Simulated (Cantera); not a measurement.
An isothermal, constant-pressure homogeneous reactor starts with CO : O2 : H2O : N2 = 0.011 : 0.0058 : 0.0053 : 1 (molar parts), equivalence ratio 0.95, at 1273 K and 0.720 atm. Integrator tolerance rtol = 1e-08.

Computed with Cantera and GRI-Mech 3.0 (53 species, 325 reactions).

Task: What does this change do: pressure from 0.720 atm to 0.138 atm?

Result: 
| quantity | before | after |
|---|---|---|
| x(CO) at 10.0 s | 4.39e-7 (gas-phase equilibrium 6.61e-8) | 3.42e-5 (gas-phase equilibrium 1.51e-7) |
| x(O2) at 10.0 s | 0.000294 (gas-phase equilibrium 0.000288) | 0.000313 (gas-phase equilibrium 0.000288) |
| x(H2O) at 10.0 s | 0.00521 (gas-phase equilibrium 0.00521) | 0.00520 (gas-phase equilibrium 0.00521) |
| x(H2) at 10.0 s | 1.20e-7 (gas-phase equilibrium 1.93e-8) | 9.63e-6 (gas-phase equilibrium 4.40e-8) |
| x(H2O2) at 10.0 s | 2.05e-11 (gas-phase equilibrium 3.36e-12) | 3.13e-10 (gas-phase equilibrium 1.47e-12) |
| x(NO2) at 10.0 s | 2.31e-9 (gas-phase equilibrium 5.27e-9) | 4.30e-10 (gas-phase equilibrium 2.31e-9) |
| x(H) at 10.0 s | 1.78e-9 (gas-phase equilibrium 1.17e-10) | 1.34e-6 (gas-phase equilibrium 4.02e-10) |
